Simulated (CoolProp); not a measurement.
Saturation properties of oxygen.

The numbers come from the reference Helmholtz-energy equation of state, Schmidt 1985 in CoolProp.

```tsv
T (K)	p (kPa)	liquid cp (kJ/(kg K))	surface tension (mN/m)
87.3	74.11	1.692	13.9
90.6	105.8	1.701	(withheld)
93.8	145.5	1.711	12.2
97	(withheld)	(withheld)	11.5
100.3	260.5	1.739	10.7
103.5	(withheld)	1.758	9.90
106.7	429.7	(withheld)	9.14
109.9	539.7	(withheld)	8.40
113.2	673.3	1.838	7.65
116.4	824.5	1.876	6.93
119.6	998.8	1.921	6.23
122.9	1205	(withheld)	5.51
126.1	1432	2.046	4.84
129.3	1689	2.132	4.18
132.6	(withheld)	2.246	3.52
```

Complete the blanks.


- 90.6, surface tension (mN/m): 13.0
- 97, p (kPa): 195.8
- 97, liquid cp (kJ/(kg K)): 1.723
- 103.5, p (kPa): 337.2
- 106.7, liquid cp (kJ/(kg K)): 1.780
- 109.9, liquid cp (kJ/(kg K)): 1.806
- 122.9, liquid cp (kJ/(kg K)): 1.978
- 132.6, p (kPa): 1986

It boils at 90.2 K under 1 atm.

Surface tension comes from a separate correlation (Mulero 2012).
